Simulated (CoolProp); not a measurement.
Sulfur dioxide along the isotherm 525 K: density (kg/m³) from the reference equation and from simpler models built on Tc = 430.6 K, pc = 7887 kPa, ω = 0.256; each cubic takes its own stable root.

The numbers come from the reference Helmholtz-energy equation of state, Gao 2016 in CoolProp.

```tsv
p (kPa)	phase	reference
111	gas	1.633
167	gas	2.460
252	gas	3.719
380	gas	5.623
573	gas	8.515
865	gas	12.94
1300	gas	19.64
1970	gas	30.22
2970	gas	46.65
4480	gas	73.08
6760	gas	117.3
10200	supercritical	196.0
15400	supercritical	348.8
23200	supercritical	591.5
35000	supercritical	789.6
```

**Question.** How far does each simpler model (ideal gas, van der Waals, Soave-Redlich-Kwong, Peng-Robinson) lie from the reference over these 15 states: mean and median of the absolute difference, and the worst?

**Answer.** 
- ideal gas: mean 12.0 %, median 4.3 %, worst -42.4 % at 525 K and 23200 kPa
- van der Waals: mean 3.2 %, median 0.4 %, worst -16.8 % at 525 K and 35000 kPa
- Soave-Redlich-Kwong: mean 2.4 %, median 0.1 %, worst -12.6 % at 525 K and 23200 kPa
- Peng-Robinson: mean 1.3 %, median 0.7 %, worst -6.5 % at 525 K and 23200 kPa
